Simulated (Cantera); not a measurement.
Input: 1 mol Si, 1 mol Cl₂, 14 mol H₂, held at 800 K and 690000 Pa.

Cantera equilibrium calculation (NASA polynomials, part measured and part estimated; ideal gas, pure solids and liquids). Candidate condensed phases: Si; 19 gas species. Kinetics and transport are ignored.

Base state: H₂ 0.957, SiHCl₃ 0.0240, SiCl₄ 0.0150, SiH₂Cl₂ 0.00312, HCl 0.000539, SiH₃Cl 9.32e-5 (mole fractions); condensed: Si(s).

Q: What changes in the equilibrium state with this change: pressure from 690000 Pa to 13300 Pa?

A: 
| species | before | after |
|---|---|---|
| H₂ | 0.957 | 0.961 |
| SiCl₄ | 0.0150 | 0.0242 |
| SiHCl₃ | 0.0240 | 0.0129 |
| SiH₃Cl | 9.32e-5 | 5.48e-6 |
| SiH₂Cl₂ | 0.00312 | 0.000553 |
| SiCl₃ | 6.48e-6 | 2.49e-5 |
| HCl | 0.000539 | 0.00163 |
| Si(s), mol | 0.392 | 0.455 |
The tables' values for SiCl₃ are old estimates; treat these amounts as uncertain.

Q: What changes in the equilibrium state with this change: temperature from 800 K to 1623.15 K?

A: 
```tsv
species	before	after
H₂	0.957	0.905
HCl	0.000539	0.0664
SiCl₂	3.11e-7	0.0170
SiHCl₃	0.0240	0.00406
SiCl₄	0.0150	0.00192
H	<1e-9	2.51e-5
SiCl₃	6.48e-6	0.00375
Si(s), mol	0.392	0.578
```
The tables' values for SiCl₃ are old estimates; treat these amounts as uncertain.
